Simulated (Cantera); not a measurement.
**Thermodynamics of silicon nitride deposition, feed SiHCl₃ + N₂**

Input: 1 mol SiHCl₃, 94 mol N₂, equilibrated at 2173 K.

Method: chemical equilibrium by Gibbs-energy minimisation in Cantera with the NASA 1993 tables (ideal gas, pure condensed phases). Candidate condensed phases: NH₄Cl, Si, Si₃N₄; 28 gas species. The tables' values for SiCl, SiCl₃, SiN are old estimates; treat these amounts as uncertain. The numbers say what is thermodynamically allowed, not how fast it happens.

From 5.00 Pa to 1.00 bar nothing is condensed. The main Si-bearing gas is Si at 5.00 Pa and SiCl₂ at 1.00 bar.

```csv
P (Pa),x N₂,x Cl,x Si,x SiCl₂,x H,x HCl
5,0.950,0.0295,0.0100,1.23e-5,0.00899,0.000779
26,0.953,0.0269,0.00958,0.000266,0.00651,0.00268
140,0.961,0.0191,0.00673,0.00273,0.00342,0.00539
710,0.971,0.00957,0.00264,0.00691,0.00171,0.00683
3700,0.976,0.00441,0.000617,0.00929,0.000791,0.00760
19000,0.978,0.00228,9.44e-5,0.00998,0.000327,0.00833
100000,0.979,0.00117,1.28e-5,0.00989,0.000129,0.00886
```
x: gas mole fraction; nothing condenses.
